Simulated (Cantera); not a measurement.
## Hydrocarbon pyrolysis for carbon deposition

A perfectly stirred reactor is fed with CH4 : N2 = 1 : 11 (molar parts), at 52.0 Pa; it is held at 1948 K, and followed from long to short residence time.

Detailed kinetics in Cantera: GRI-Mech 3.0 (53 species, 325 reactions). GRI-Mech 3.0 stops at C3 and has no aromatics, soot or wall deposition, so with more carbon than oxygen in the feed, carbon stays in small species such as C2H2 where larger ones or solid carbon would form. Radical loss at walls, strong at low pressure, is not modelled.

```csv
τ (s),x CH4,x CH3,x C2H4,x H,x HCN
0.91,0.0341,0.00271,0.00115,0.000306,6.55e-6
0.29,0.0583,0.00329,0.00196,0.000130,8.16e-7
0.090,0.0783,0.00214,0.000673,2.47e-5,2.03e-8
0.028,0.0824,0.000749,3.77e-5,7.56e-6,4.92e-10
0.0088,0.0831,0.000235,1.28e-6,5.86e-6,2.33e-11
0.0028,0.0833,7.17e-5,3.50e-8,5.20e-6,1.51e-12
0.00087,0.0833,1.99e-5,6.36e-10,4.00e-6,<1e-12
```
x: mole fraction; the columns are a selection and need not sum to one.
